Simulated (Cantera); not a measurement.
A closed system holds: 1 mol SF6, 0.38 mol O2, 34 mol N2, held at 3475 K and 57000 Pa.

Method: chemical equilibrium by Gibbs-energy minimisation in Cantera with the NASA 1993 tables (ideal gas, pure condensed phases). Candidate condensed phases: S; 35 gas species. The numbers say what is thermodynamically allowed, not how fast it happens.

Base state: N2 0.818, F 0.144, S 0.0189, O 0.0104, SO 0.00404, NO 0.00297, SF 0.000322, O2 0.000289 (mole fractions); condensed: gas only.

### Question
What changes in the equilibrium state with this change: SF6 replaced by HCl?

### Answer
```
species   before    after
-------  -------  -------
N2         0.818    0.928
Cl             0   0.0258
H              0   0.0227
F          0.144        0
S         0.0189        0
O         0.0104   0.0143
SO       0.00404        0
HCl            0  0.00161
OH             0  0.00102
```
Further candidate phases: H2O, NH4Cl.

### Question
What changes in the equilibrium state with this change: N2 from 34 to 0.26 mol?

### Answer
| species | before | after |
|---|---|---|
| F | 0.144 | 0.797 |
| S | 0.0189 | 0.0670 |
| SO | 0.00404 | 0.0470 |
| N2 | 0.818 | 0.0338 |
| O | 0.0104 | 0.0343 |
| SF2 | 1.80e-6 | 0.000194 |
| S2O | 9.59e-7 | 3.95e-5 |
